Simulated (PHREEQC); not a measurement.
Alkaline etch or developer

Solution (25 °C): 9.2 mmol/kgw TMAH and 0.52 mmol/kgw (CH3)4NCl. Closed to the air; pH follows from the charge balance.

The numbers come from PHREEQC with the ion-association model, phreeqc.dat.

Each row changes one thing in this solution. Precipitation was switched off in this run.

| case | pH | ionic strength (mol/kgw) |
|---|---|---|
| as made | 11.91 | 0.00972 |
| (CH3)4NCl from 0.00052 to 0.0052 mol/kgw | 11.90 | 0.0144 |
| 0.0022 mol/kgw NaHCO3 added | 11.79 | 0.0140 |
| temperature from 25 to 90 °C | 10.32 | 0.00972 |
| temperature from 25 to 85 °C | 10.41 | 0.00972 |
| temperature from 25 to 20 °C | 12.08 | 0.00972 |
| (CH3)4NCl from 0.00052 to 5.2e-05 mol/kgw | 11.91 | 0.00925 |
| (CH3)4NCl from 0.00052 to 0.000572 mol/kgw | 11.91 | 0.00977 |
| (CH3)4NCl from 0.00052 to 0.00078 mol/kgw | 11.91 | 0.00998 |

(CH3)4N+ isn't in the database: it is added as a free cation with an ion size of 4 Å. Constants without temperature data keep their 25 °C values here.
